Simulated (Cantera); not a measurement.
Charge: 1 mol CO, 0.017 mol O₂, 14 mol N₂, equilibrated at 13.3 mbar.

Equilibrium computed with Cantera from the NASA thermochemical tables; the gas is ideal and each condensed phase is pure. Candidate condensed phases: C; 24 gas species. Equilibrium is a limit: real reactors are often held back by kinetics, nucleation or transport.

x: gas mole fraction; n: condensed amount in mol.

```tsv
T (K)	x N₂	x CO	x CO₂	x O	x NO	n C(graphite)
700	0.954	0.0214	0.0245	<1e-12	<1e-12	0.326
900	0.933	0.0644	0.00227	<1e-12	<1e-12	0
1100	0.933	0.0644	0.00227	<1e-12	<1e-12	0
1300	0.933	0.0644	0.00227	<1e-12	4.38e-11	0
1500	0.933	0.0644	0.00227	___	___	0
1700	0.933	0.0644	0.00227	___	___	0
1900	0.933	0.0644	0.00226	4.31e-7	2.27e-6	0
2100	0.933	0.0644	0.00223	1.06e-5	2.08e-5	0
2300	0.933	0.0647	0.00200	0.000134	0.000116	0
2500	0.932	0.0654	0.00117	0.000717	0.000312	0
```

Complete the blanks.


- 1700, x O: 8.10e-9
- 1700, x NO: 1.44e-7
- 1500, x O: 5.24e-11
- 1500, x NO: 4.34e-9
